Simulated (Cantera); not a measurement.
**Hydrocarbon pyrolysis for carbon deposition**

An isothermal, constant-pressure homogeneous reactor starts with C2H6 : N2 = 1 : 2.2 (molar parts), at 1300 K and 158 Torr.

Computed with Cantera and GRI-Mech 3.0 (53 species, 325 reactions). GRI-Mech 3.0 stops at C3 and has no aromatics, soot or wall deposition, so with more carbon than oxygen in the feed, carbon stays in small species such as C2H2 where larger ones or solid carbon would form.

```tsv
t (s)	x C2H6	x C2H4	x HCN	x CH4	x C2H2
3.00e-5	0.312	2.56e-5	<1e-12	3.19e-5	1.81e-10
0.000153	0.309	0.00180	2.17e-11	0.000488	9.26e-7
0.000780	0.275	0.0250	1.90e-10	0.00502	0.000220
0.00398	0.143	0.110	3.25e-10	0.0264	0.00505
0.0203	0.00744	0.165	3.85e-10	0.0559	0.0373
0.103	0.000351	0.123	3.75e-10	0.0563	0.0756
0.528	0.000165	0.0604	3.58e-10	0.0549	0.126
2.69	8.02e-5	0.0281	3.54e-10	0.0559	0.152
13.7	7.48e-5	0.0266	3.76e-10	0.0637	0.151
70.0	6.57e-5	0.0241	4.53e-10	0.0841	0.147
```
x: mole fraction; the columns are a selection and need not sum to one.

Equilibrium at this temperature and pressure: C2H6 4.75e-5, C2H4 0.0169, HCN 0.0860, CH4 0.0964, C2H2 0.106 (gas phase only).
